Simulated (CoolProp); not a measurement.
Vapour-liquid equilibrium of isobutene (1) + n-octane (2) at 60.85 °C; x and y are mole fractions of (1).

The numbers come from the multi-fluid Helmholtz-energy mixture model, Lemmon 2005 and Beckmüller 2019; pair parameters Bell 2016 in CoolProp.

```tsv
x	bubble pressure (MPa)	y at the bubble point	dew pressure at overall composition x (MPa)	liquid density (mol/L)
0.05	0.04682	0.773	0.01145	5.992
0.125	0.09947	0.898	0.01243	(withheld)
0.2	0.1517	0.936	0.01359	6.429
0.275	0.2044	0.956	(withheld)	6.667
0.35	0.2582	0.967	0.01669	6.918
0.425	0.3136	0.975	0.01884	(withheld)
0.5	0.3706	0.981	0.02163	7.462
0.575	0.4295	0.985	(withheld)	7.756
0.65	0.4900	0.989	0.03070	8.065
0.725	(withheld)	0.992	(withheld)	8.388
0.8	0.6160	0.994	(withheld)	8.722
0.875	0.6816	0.997	0.08240	9.063
0.95	(withheld)	0.999	0.1857	9.403
```

Problem. Some entries are withheld; supply them.

Solution. 
- 0.125, liquid density (mol/L): 6.205
- 0.275, dew pressure at overall composition x (MPa): 0.01498
- 0.425, liquid density (mol/L): 7.183
- 0.575, dew pressure at overall composition x (MPa): 0.02538
- 0.725, bubble pressure (MPa): 0.5522
- 0.725, dew pressure at overall composition x (MPa): 0.03883
- 0.8, dew pressure at overall composition x (MPa): 0.05281
- 0.95, bubble pressure (MPa): 0.7495

No azeotrope shows between x = 0.05 and 0.95.

The pair parameters rest on a limited set of measurements; away from them the model extrapolates.
